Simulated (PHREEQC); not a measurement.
**Ultrapure water in contact with air or piping**

Model water analysis in mmol/kgw, 20 °C, pH 5.64, pe 0.1:

| constituent | mmol/kgw |
|---|---|
| Na | 0.000287 |
| K | 0.000244 |
| Ca | 0.000607 |
| Mg | 3.01e-05 |
| Cl | 0.000318 |
| S(6) | 0.000358 |
| Alkalinity (meq/kgw) | 0.000792 |
| Sr | 2.78e-06 |
| N(-3) | 6.49e-07 |
| Ba | 2.61e-06 |

Valence states are taken as typed.

The numbers come from PHREEQC with the ion-association model, wateq4f.dat.

Precipitation was switched off in this run.

Task: What ionic strength, charge-balance error does the model give?

Result: ionic strength 5.12e-6 mol/kgw; charge-balance error -0.1 %.

Task: In which forms is C present?

Result: CO2 85 %, HCO3- 15 % of the C.

Species that the database lacks are ignored.
